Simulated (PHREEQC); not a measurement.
Solution (20 °C): 0.015 mol ZnCl2 and 0.036 mol H2SO4 per kg of water. Closed to the air; pH follows from the charge balance.

Model: ion-association model, phreeqc.dat, run in PHREEQC.

```csv
quantity,before,after
pH,1.37,0.51
ionic strength (mol/kgw),0.0951,0.477
Zn+2 (mol/kgw),0.0106,0.0100
ZnCl+ (mol/kgw),0.000259,0.000142
ZnCl2 (mol/kgw),4.62e-6,1.68e-6
ZnCl3- (mol/kgw),1.52e-7,6.07e-8
SI of Zn(OH)2(e) (Zn(OH)2),-11.16,-13.15
```

### Question
What was changed between the two runs?
(A) diluted 5-fold with water
(B) H2SO4 left out
(C) H2SO4 from 0.036 to 0.36 mol/kgw
(D) H2SO4 from 0.036 to 0.18 mol/kgw
(E) diluted 2-fold with water

### Answer
C, H2SO4 from 0.036 to 0.36 mol/kgw

Precipitation was switched off in this run.
